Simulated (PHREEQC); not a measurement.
Consider water at 25 °C with 0.16 mol/kgw ZnSO4 and 0.0056 mol/kgw HCl. Closed to the air; pH follows from the charge balance.

Model: ion-association model, phreeqc.dat, run in PHREEQC.

This is a speciation only: nothing precipitates in the calculation.

Problem. Order these Zn species by the share of Zn that they hold, largest first: Zn+2, Zn(SO4)2-2, ZnSO4, ZnCl+.

Solution. Zn+2 (50 %), ZnSO4 (36 %), Zn(SO4)2-2 (14 %), ZnCl+ (0.18 %)

The pH is 2.73 and the ionic strength 0.317 mol/kgw.
